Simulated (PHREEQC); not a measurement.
Leach liquor (model solution)

Dissolve 0.014 mol H2SO4 and 0.00094 mol CuSO4 per kg of water at 20 °C. Closed to the air; pH follows from the charge balance.

The numbers come from PHREEQC with the ion-association model, phreeqc.dat.

The pH is 1.74 and the ionic strength is 0.0301 mol/kgw. The specific conductance comes out as 6930 µS/cm and the total alkalinity is -28.0 meq/kg.

```json
[
 {"species": "H+", "molality": "0.0207", "activity": "0.0181", "log γ": "-0.058"},
 {"species": "SO4-2", "molality": "0.00737", "activity": "0.00392", "log γ": "-0.274"},
 {"species": "HSO4-", "molality": "0.00729", "activity": "0.00620", "log γ": "-0.070"},
 {"species": "Cu+2", "molality": "0.000662", "activity": "0.000362", "log γ": "-0.262"},
 {"species": "CuSO4", "molality": "0.000278", "activity": "0.000280", "log γ": "0.003"}
]
```

Precipitation was switched off in this run.
